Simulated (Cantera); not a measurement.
A closed system holds: 1 mol BF₃, 4.6 mol H₂, 0.37 mol N₂, 2.5 mol H₂O, at 2000 °C and 53.0 Pa.

These are equilibrium values from Cantera (NASA tables, ideal gas, pure condensed phases), not measurements of a reactor. Candidate condensed phases: B, BN, B₂O₃, B₃O₃H₃, H₂O; 62 gas species. Kinetics and transport are ignored.

Base state: H₂ 0.332, H 0.210, HF 0.209, H₂O 0.106, BOF 0.0703, N₂ 0.0343, HBO₂ 0.0153, OH 0.0104 (mole fractions); condensed: gas only.

Problem. What changes in the equilibrium state with this change: BF₃ replaced by B₂O₃?

Solution. 
```csv
species,before,after
H₂,0.332,0.363
H,0.210,0.220
H₂O,0.106,0.169
HF,0.209,0
HBO₂,0.0153,0.129
BOF,0.0703,0
B₂O₃,0.000336,0.0150
BO₂,0.00180,0.0146
BO,0.00444,0.0245
OH,0.0104,0.0159
N₂,0.0343,0.0372
F,0.000144,0
B₂O₂,2.14e-6,6.55e-5
HBO,0.000612,0.00354
O₂,0.000604,0.00129
NO,0.000166,0.000253
```
